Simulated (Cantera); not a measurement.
Input: 1 mol SiC, 0.068 mol CO2, 180 mol H2, at 1448 K.

Cantera equilibrium calculation (NASA polynomials, part measured and part estimated; ideal gas, pure solids and liquids). Candidate condensed phases: C, C6H6, C7H8, C8H18, H2O, Si, SiC, SiO2; 123 gas species. Mutual solubility and eutectic melting of coexisting phases are not modelled. The tables hold silica as quartz up to 1696 K and as liquid above; real silica turns to tridymite and cristobalite and melts near 1996 K. Kinetics and transport are ignored.

Question: Which condensed phases are stable at each of these points (P (Pa)): 0.100, 1, 10, 100, 1000, 10000, 100000, 1000000?

Answer: 
```
P (Pa)          condensed phases  Si condensed (%)
-------  -----------------------  ----------------
0.100                     SiC(s)              95.0
1                         SiC(s)              96.4
10                        SiC(s)              96.6
100                       SiC(s)              96.6
1000                      SiC(s)              96.6
10000                     SiC(s)              96.4
100000   SiC(s) + SiO2(β-quartz)              99.1
1000000  SiC(s) + SiO2(β-quartz)              99.8
```

From 0.100 Pa to 0.100 bar the condensed part is SiC(s). From 1.00 bar to 10.0 bar the condensed part is SiC(s) + SiO2(β-quartz).
